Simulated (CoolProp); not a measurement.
Vapour-liquid equilibrium of fluoroethane (R161) (1) + R134a (2) at 2.09 MPa; x and y are mole fractions of (1).

Values from CoolProp's multi-fluid Helmholtz-energy mixture model, Wu 2012 and Tillner-Roth 1994; pair parameters Bell 2016.

```tsv
x	bubble temperature (K)	y at the bubble point	dew temperature at overall composition x (K)	liquid density (mol/L)
0.05	342.2	0.055	342.3	9.935
0.15	341.5	0.163	341.6	10.22
0.25	340.6	0.272	340.8	10.51
0.35	339.7	0.379	339.9	10.81
0.45	338.6	0.485	339.0	11.12
0.55	337.5	0.588	338.0	11.45
0.65	336.3	0.688	336.8	11.78
0.75	335.0	0.784	335.5	12.13
0.85	333.7	0.875	334.0	12.48
0.95	332.2	0.960	332.4	12.85
```

No azeotrope shows between x = 0.05 and 0.95.

The pair parameters rest on a limited set of measurements; away from them the model extrapolates.
